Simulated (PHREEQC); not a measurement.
# Acid mine or pickling water: an equilibrium model

A made-up water analysis in mmol/kgw, 25 °C, pH 2.85, pe 9: Na 2.6; K 0.000963; Ca 4.13; Mg 2.72; Cl 5.88; S(6) 7.03; N(5) 0.00455; Fe(3) 0.519.

Valence states are taken as typed.

All values are PHREEQC results (ion-association model, wateq4f.dat), not measurements.

Each row changes one thing in this solution. No solid was allowed to form.

```csv
case,ionic strength (mol/kgw),SO4-2 (mol/kgw),Ca+2 (mol/kgw),Mg+2 (mol/kgw),HSO4- (mol/kgw),FeOH+2 (mol/kgw),SI of Jarosite-K (KFe3(SO4)2(OH)6),SI of Jarosite-Na (NaFe3(SO4)2(OH)6)
as made,0.0255,0.00460,0.00322,0.00204,0.000405,9.08e-5,+0.14,-0.35
K from 0.000963 to 0.000481 mmol/kgw,0.0255,0.00460,0.00322,0.00204,0.000405,9.08e-5,-0.16,-0.35
temperature from 25 to 5 °C at the same typed pH,0.0268,0.00496,0.00330,0.00225,0.000295,4.19e-5,-0.79,-1.54
```

Complexes and solids missing from the database can't appear. Some of these states are supersaturated (in Jarosite-K, Hematite (slow to form), Goethite (slow to form), for instance). Constants without temperature data keep their 25 °C values here.
